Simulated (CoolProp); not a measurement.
The numbers come from the reference Helmholtz-energy equation of state, Younglove 1994 in CoolProp. It is a modified Benedict-Webb-Rubin equation, recast in Helmholtz form.

Give the vapour pressure (kPa), vapour density (kg/m³), enthalpy of vaporisation (kJ/kg), liquid cp (kJ/(kg K)) of saturated R123 at 354.6, 382.4, 391.7 K.


```csv
T (K),p (kPa),vapour density (kg/m³),enthalpy of vaporisation (kJ/kg),liquid cp (kJ/(kg K))
354.6,507,30.3,145,1.10
382.4,961,57.9,128,1.17
391.7,1160,71.2,122,1.20
```
